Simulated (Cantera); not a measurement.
A closed system holds: 1 mol MgO, 7.3 mol C, 2 mol H₂, held at 850 K and 22.0 Pa.

These are equilibrium values from Cantera (NASA tables, ideal gas, pure condensed phases), not measurements of a reactor. Candidate condensed phases: C, C₆H₆, C₇H₈, C₈H₁₈, H₂O, Mg, MgCO₃, MgO, Mg(OH)₂; 116 gas species. Rates play no part.

Problem. What is the equilibrium state?

Solution. 
```json
{
  "x(H₂)": "1.000",
  "x(CH₄)": "0.000137",
  "n(C(graphite))": "7.30 mol",
  "n(MgO(s))": "1.00 mol",
  "gas_amount": "2.000 mol",
  "log10 activity of Mg(s) (absent)": "-8.37",
  "log10 activity of MgCO₃(s) (absent)": "-23.38"
}
```
